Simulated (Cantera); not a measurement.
A perfectly stirred reactor is fed with CH4 : O2 : N2 : CO2 = 1 : 3.33 : 12.5 : 1.1 (molar parts), at 6.42 atm; it is adiabatic with a 423 K inlet, and is followed from long to short residence time, starting on the burning branch (τ in s: 0.12, 0.054, 0.024, 0.01, 0.0046, 0.002, 0.00088, 0.00039, 0.00017, 7.5e-05, 3.3e-05).

Model: GRI-Mech 3.0 (53 species, 325 reactions), integrated in Cantera.

One state of this run: T (K) = 1647; x CH4 = 5.93e-5; x O2 = 0.0746; x CO2 = 0.116; x NO2 = 3.96e-8; x CO = 0.000833. x: mole fraction; the columns are a selection and need not sum to one.

### Question
Which value of τ (s) does it belong to?
(A) 0.010
(B) 0.054
(C) 3.3e-5
(D) 0.024

### Answer
A, 0.010
